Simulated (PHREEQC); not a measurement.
Consider water at 20 °C with 0.0024 mol NaOH per kg of water. Closed to the air; pH follows from the charge balance.

Model: ion-association model, phreeqc.dat, run in PHREEQC.

- pH = 11.52
- ionic strength = 0.00240 mol/kgw
- specific conductance = 509 µS/cm
- total alkalinity = 2.40 meq/kg

```
species  molality  activity   log γ
-------  --------  --------  ------
OH-       0.00240   0.00227  -0.023
Na+       0.00240   0.00228  -0.023
```

Precipitation was switched off in this run.
